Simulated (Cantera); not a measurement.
An isothermal, constant-pressure homogeneous reactor starts with C3H8 : H2 = 0.47 : 3.2 (molar parts), at 1600 K and 750 Torr.

Computed with Cantera and GRI-Mech 3.0 (53 species, 325 reactions). GRI-Mech 3.0 was tuned for natural gas; its chemistry of propane as a main component is partial and can be far from experiment. GRI-Mech 3.0 stops at C3 and has no aromatics, soot or wall deposition, so with more carbon than oxygen in the feed, carbon stays in small species such as C2H2 where larger ones or solid carbon would form.

x: mole fraction; the columns are a selection and need not sum to one.

```json
[
 {"t (s)": "2.00e-6", "x C3H8": "0.118", "x H2": "0.865", "x CH4": "0.00429", "x C2H4": "0.00657", "x H": "0.000278"},
 {"t (s)": "8.76e-6", "x C3H8": "?", "x H2": "0.823", "x CH4": "?", "x C2H4": "?", "x H": "?"},
 {"t (s)": "3.84e-5", "x C3H8": "?", "x H2": "0.779", "x CH4": "0.105", "x C2H4": "?", "x H": "?"},
 {"t (s)": "0.000168", "x C3H8": "1.86e-5", "x H2": "0.779", "x CH4": "0.109", "x C2H4": "0.0828", "x H": "0.000106"},
 {"t (s)": "0.000737", "x C3H8": "3.99e-7", "x H2": "0.784", "x CH4": "0.108", "x C2H4": "0.0607", "x H": "5.44e-5"},
 {"t (s)": "0.00323", "x C3H8": "1.34e-7", "x H2": "0.790", "x CH4": "0.105", "x C2H4": "0.0243", "x H": "4.81e-5"},
 {"t (s)": "0.0141", "x C3H8": "4.69e-8", "x H2": "0.794", "x CH4": "0.102", "x C2H4": "0.00861", "x H": "4.54e-5"},
 {"t (s)": "0.0620", "x C3H8": "4.39e-8", "x H2": "0.799", "x CH4": "0.0956", "x C2H4": "0.00867", "x H": "4.62e-5"},
 {"t (s)": "0.271", "x C3H8": "3.87e-8", "x H2": "0.808", "x CH4": "0.0804", "x C2H4": "0.00913", "x H": "4.82e-5"},
 {"t (s)": "1.19", "x C3H8": "3.62e-8", "x H2": "0.813", "x CH4": "0.0731", "x C2H4": "0.00936", "x H": "4.94e-5"},
 {"t (s)": "5.21", "x C3H8": "3.62e-8", "x H2": "0.813", "x CH4": "0.0730", "x C2H4": "0.00936", "x H": "4.94e-5"},
 {"t (s)": "22.8", "x C3H8": "3.62e-8", "x H2": "0.813", "x CH4": "0.0730", "x C2H4": "0.00936", "x H": "4.94e-5"},
 {"t (s)": "100", "x C3H8": "3.62e-8", "x H2": "0.813", "x CH4": "0.0730", "x C2H4": "0.00936", "x H": "4.94e-5"}
]
```

### Question
Some entries are withheld; supply them.

### Answer

- 8.76e-6, x C3H8: 0.0613
- 8.76e-6, x CH4: 0.0480
- 8.76e-6, x C2H4: 0.0538
- 8.76e-6, x H: 0.000609
- 3.84e-5, x C3H8: 0.00319
- 3.84e-5, x C2H4: 0.0957
- 3.84e-5, x H: 0.000413
